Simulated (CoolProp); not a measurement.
Sulfur hexafluoride along the isobar 40.6 bar: fugacity coefficient from the reference equation and from simpler models built on Tc = 318.7 K, pc = 37.55 bar, ω = 0.210; each cubic takes its own stable root.

Values from CoolProp's reference Helmholtz-energy equation of state, Guder 2009.

```
T (K)          phase  reference  van der Waals  Redlich-Kwong
-----  -------------  ---------  -------------  -------------
287.8         liquid     0.3832         0.5024         0.4211
294.4         liquid     0.4330         0.5367         0.4660
301           liquid     0.4847         0.5709         0.5113
307.6         liquid     0.5376         0.6045         0.5564
314.1         liquid     0.5898         0.6367         0.5995
320.7  supercritical     0.6407         0.6675         0.6401
327.3  supercritical     0.6755         0.6930         0.6702
333.8  supercritical     0.6999         0.7111         0.6919
340.4  supercritical     0.7212         0.7270         0.7110
347    supercritical     0.7402         0.7413         0.7282
353.5  supercritical     0.7570         0.7541         0.7436
360.1  supercritical     0.7727         0.7661         0.7579
366.7  supercritical     0.7870         0.7772         0.7712
373.2  supercritical     0.8001         0.7875         0.7833
379.8  supercritical     0.8123         0.7972         0.7948
```
